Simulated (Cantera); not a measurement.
Gas mixture: CO : C2H2 : C2H4 : CH3OH = 0.25 : 0.29 : 0.83 : 0.27 (molar parts), at 0.825 Torr, frozen composition.

Cantera's kinetic-theory transport with the Lennard-Jones parameters of GRI-Mech 3.0, ideal gas; thermal conductivity in the mixture-averaged form. Polar gases are described roughly by these parameters.

One state of this run: ρ (kg/m³) = 0.000469; cp (J/kg/K) = 2529; μ (µPa s) = 25.6; λ (mW/m/K) = 83.7; Pr = 0.774; D (cm²/s) CH4 = 949; D (cm²/s) H = 5070; D (cm²/s) O = 1330. D: mixture-averaged diffusion coefficient of that species in the mixture.

Q: Which value of T (K) does it belong to?
A) 900
B) 500
C) 800
D) 400

A: C, 800
